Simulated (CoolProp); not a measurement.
A simple Rankine cycle with water: condensing at 297.15 K, boiler at 7.03 MPa, turbine inlet 599.2 K, turbine efficiency 0.8, pump efficiency 0.6, no recuperator. Each further row changes one setting.

The numbers come from the reference Helmholtz-energy equation of state, Wagner 2002 in CoolProp.

```json
[
 {"case": "as stated", "thermal efficiency (%)": "31.6", "net work (kJ/kg)": "…", "heat in (kJ/kg)": "2830", "turbine exit temperature (K)": "297.1", "volume ratio over the turbine": "1120"},
 {"case": "turbine inlet 619.2 K", "thermal efficiency (%)": "31.8", "net work (kJ/kg)": "919", "heat in (kJ/kg)": "2890", "turbine exit temperature (K)": "297.1", "volume ratio over the turbine": "1070"},
 {"case": "condensing temperature 289.15 K", "thermal efficiency (%)": "32.5", "net work (kJ/kg)": "…", "heat in (kJ/kg)": "2860", "turbine exit temperature (K)": "289.1", "volume ratio over the turbine": "…"},
 {"case": "boiler pressure 4.92 MPa", "thermal efficiency (%)": "30.7", "net work (kJ/kg)": "…", "heat in (kJ/kg)": "2900", "turbine exit temperature (K)": "297.1", "volume ratio over the turbine": "756"},
 {"case": "turbine efficiency 0.7", "thermal efficiency (%)": "27.6", "net work (kJ/kg)": "…", "heat in (kJ/kg)": "2830", "turbine exit temperature (K)": "297.1", "volume ratio over the turbine": "1180"}
]
```

Complete the blanks.


- as stated, net work (kJ/kg): 892
- condensing temperature 289.15 K, net work (kJ/kg): 929
- condensing temperature 289.15 K, volume ratio over the turbine: 1770
- boiler pressure 4.92 MPa, net work (kJ/kg): 889
- turbine efficiency 0.7, net work (kJ/kg): 779

The expansion ends wet for: as stated; turbine inlet 619.2 K; condensing temperature 289.15 K; boiler pressure 4.92 MPa; turbine efficiency 0.7.
